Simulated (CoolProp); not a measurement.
Properties of oxygen along the isotherm 86 K (Tc = 154.6 K, pc = 5.046 MPa, ω = 0.022).

Values from CoolProp's reference Helmholtz-energy equation of state, Schmidt 1985.

```tsv
p (MPa)	phase	density (kg/m³)	isothermal compressibility (1/MPa)	conductivity (mW/(m K))	Prandtl number
3.36	liquid	1168	0.001661	159	2.37
6.73	liquid	1175	0.001583	161	2.40
10.1	liquid	1181	0.001513	164	2.42
13.5	liquid	1187	0.001450	166	2.45
16.8	liquid	1192	0.001393	168	2.47
20.2	liquid	1198	0.001341	170	2.50
23.5	liquid	1203	0.001293	172	2.53
26.9	liquid	1208	0.001248	174	2.56
30.3	liquid	1213	0.001207	176	2.58
33.6	liquid	1218	0.001169	177	2.61
37	liquid	1223	0.001133	179	2.64
40.4	liquid	1228	0.001099	181	2.67
43.7	liquid	1232	0.001069	183	2.70
47.1	liquid	1236	0.001039	185	2.73
50.5	liquid	1241	0.001011	186	2.77
```

Viscosity comes from a separate model (Lemmon 2004). Thermal conductivity comes from a separate model (Lemmon 2004).
